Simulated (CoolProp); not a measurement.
Computed with CoolProp (reference Helmholtz-energy equation of state, Bücker 2006).

Q: Give the vapour pressure (bar), enthalpy of vaporisation (kJ/kg), vapour Z, surface tension (mN/m) of saturated n-butane at -35.85, 66.65, 95.85 °C.

A: 
```json
[
 {"T (°C)": "-35.85", "p (bar)": "0.210", "enthalpy of vaporisation (kJ/kg)": "415", "vapour Z": "0.987", "surface tension (mN/m)": "19.1"},
 {"T (°C)": "66.65", "p (bar)": "7.48", "enthalpy of vaporisation (kJ/kg)": "312", "vapour Z": "0.835", "surface tension (mN/m)": "7.37"},
 {"T (°C)": "95.85", "p (bar)": "14.1", "enthalpy of vaporisation (kJ/kg)": "266", "vapour Z": "0.742", "surface tension (mN/m)": "4.44"}
]
```

Surface tension comes from a separate correlation (Mulero 2012).
